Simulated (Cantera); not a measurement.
Input: 1 mol MgSO4, a varied amount of H2O, 2.6 mol O2, 0.02 mol C, held at 1750 °C and 51.0 Pa.

These are equilibrium values from Cantera (NASA tables, ideal gas, pure condensed phases), not measurements of a reactor. Candidate condensed phases: C, C6H6, C7H8, C8H18, H2O, H2SO4, Mg, MgCO3, MgO, Mg(OH)2, MgS, MgSO4, S; 130 gas species. Rates play no part.

At 0.27 mol H2O, list the 4 most abundant gas species with their mole fractions, and the condensed phases.

O2 0.673, SO2 0.221, H2O 0.0509, O 0.0289. Condensed: MgO(s).
